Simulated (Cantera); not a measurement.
Input (Python, Cantera) and output of one run.

```python
import numpy as np
import cantera as ct

gas_names = [...]  # 123 gases of nasa_gas.yaml made of C, H, O, Si
cond_names = """
    C(gr) C6H6(L) C7H8(L) C8H18(L),n-octa H2O(s) H2O(L) Si(cr) Si(L) SiC(b) SiO2(Lqz) SiO2(hqz) SiO2(L)
""".split()


# ... load() reads the species with a 1 bar reference pressure and builds the phases ...
atoms = {
    'SiO2': {'Si': 1, 'O': 2},
    'CO': {'C': 1, 'O': 1},
    'H2': {'H': 2},
}
top_T = {'C(gr)': 4500, 'SiC(b)': 3050}  # K; cautious upper limits of use, not melting points


# ... equilibrate(T, P, feed) seeds the gas with the atoms and calls Mixture.equilibrate('TP', solver="gibbs", rtol=1e-10, max_steps=50000) ...
results = []
T = 1050  # K
P = 10000  # Pa
for m in [0.99, 1.3, 1.6, 2, 2.5, 3.2, 4, 5.1, 6.5, 8.2, 10, 13]:
    feed = {'SiO2': 1, 'CO': m, 'H2': 15}  # mol
    mix = equilibrate(T, P, feed)
    results.append((T, P, feed, dict(zip(mix.species_names, mix.species_moles))))

top = {s: max(r[3][s] / sum(r[3][g] for g in gas_names) for r in results) for s in gas_names}
cols = sorted((s for s in top if top[s] > 1e-05), key=lambda s: -top[s])[:5]
seen = [c for c in cond_names if any(r[3].get(c, 0) > 1e-12 for r in results)]
print("log10 of partial pressures in bar; condensed amounts in mol")
print(f"{'n(CO)':>10s}" + "".join(f"{s[:9]:>10s}" for s in cols + seen))
for T, P, feed, n in results:
    ng = sum(n[g] for g in gas_names)
    print(f"{feed['CO']:10.4g}" + "".join(f"{np.log10(max(n[s] / ng * P / 1e5, 1e-99)):10.3f}" for s in cols)
          + "".join(f"{n.get(c, 0):10.4g}" for c in seen))
```

It prints:

```
log10 of partial pressures in bar; condensed amounts in mol
     n(CO)        H2        CO       CO2       H2O       CH4     C(gr) SiO2(hqz)
      0.99    -1.029    -2.224    -4.787    -3.663    -3.631         0         1
       1.3    -1.037    -2.112    -4.627    -3.624    -3.583         0         1
       1.6    -1.045    -2.028    -4.510    -3.599    -3.549         0         1
         2    -1.056    -1.940    -4.389    -3.577    -3.514         0         1
       2.5    -1.069    -1.854    -4.274    -3.560    -3.484         0         1
       3.2    -1.086    -1.762    -4.155    -3.550    -3.454         0         1
         4    -1.105    -1.683    -4.037    -3.530    -3.452  0.006455         1
       5.1    -1.129    -1.603    -3.875    -3.473    -3.501   0.03074         1
       6.5    -1.158    -1.527    -3.724    -3.426    -3.559   0.06134         1
       8.2    -1.191    -1.459    -3.588    -3.392    -3.625   0.09811         1
        10    -1.224    -1.406    -3.481    -3.370    -3.690    0.1367         1
        13    -1.273    -1.341    -3.352    -3.355    -3.788    0.2003         1
```

Cantera equilibrium calculation (NASA polynomials, part measured and part estimated; ideal gas, pure solids and liquids).
